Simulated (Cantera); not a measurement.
What does this Cantera script print?

```python
import numpy as np
import cantera as ct

gas_names = """
    H HNO HNO2 HNO3 HO2 H2 H2O H2O2 N NH NH2 NH3 NH2OH NO NO2 NO3 N2 N2H2 N2H4 N2O O OH O2 O3 Si SiH
    SiH2 SiH3 SiH4 SiN SiO SiO2 Si2 Si2N Si3
""".split()
cond_names = """
    H2O(s) H2O(L) Si(cr) Si(L) SiO2(Lqz) SiO2(hqz) SiO2(L) Si2N2O(s) Si3N4(a)
""".split()


# ... load() reads the species with a 1 bar reference pressure and builds the phases ...
atoms = {
    'SiH4': {'Si': 1, 'H': 4},
    'H2O': {'H': 2, 'O': 1},
    'N2': {'N': 2},
}
top_T = {'Si2N2O(s)': 2100, 'Si3N4(a)': 2400}  # K; cautious upper limits of use, not melting points


# ... equilibrate(T, P, feed) seeds the gas with the atoms and calls Mixture.equilibrate('TP', solver="vcs", rtol=1e-11, max_steps=5000) ...
results = []
feed = {'SiH4': 1, 'H2O': 3, 'N2': 3.4}  # mol
T = 1848.15  # K
P = 210  # Pa
mix = equilibrate(T, P, feed)
results.append((T, P, feed, dict(zip(mix.species_names, mix.species_moles))))
print(gas.report(threshold=1e-06))
for i in range(1, mix.n_phases):
    print(f"{mix.phase(i).name:16s} {mix.phase_moles(i):12.5e} mol")
```

Result:

```
       temperature   1848.2 K
          pressure   210 Pa
           density   0.00020246 kg/m^3
  mean mol. weight   14.815 kg/kmol
   phase of matter   gas

                          1 kg             1 kmol
                     ---------------   ---------------
          enthalpy         1.434e+06        2.1244e+07  J
   internal energy        3.9676e+05        5.8779e+06  J
           entropy             18992        2.8136e+05  J/K
    Gibbs function       -3.3666e+07       -4.9876e+08  J
 heat capacity c_p              2467             36548  J/K
 heat capacity c_v            1905.8             28234  J/K

                      mass frac. Y      mole frac. X     chem. pot. / RT
                     ---------------   ---------------   ---------------
                 H        0.00053258         0.0078274           -13.091
                H2          0.062134            0.4566           -26.182
               H2O           0.15404           0.12667           -51.099
                NO        7.7415e-06        3.8222e-06           -41.798
                N2           0.75514           0.39934           -33.761
                 O        2.2563e-06        2.0893e-06           -24.917
                OH        0.00018343        0.00015979           -38.008
               SiO          0.027935         0.0093877           -46.745
              SiO2        2.8747e-05        7.0881e-06           -71.662
     [  +26 minor]        5.6564e-07        2.6815e-07

Si(L)             0.00000e+00 mol
SiO2(L)           9.20013e-01 mol
Si2N2O(s)         0.00000e+00 mol
Si3N4(a)          0.00000e+00 mol
```

Equilibrium computed with Cantera from the NASA thermochemical tables; the gas is ideal and each condensed phase is pure. The tables hold silica as quartz up to 1696 K and as liquid above; real silica turns to tridymite and cristobalite and melts near 1996 K.
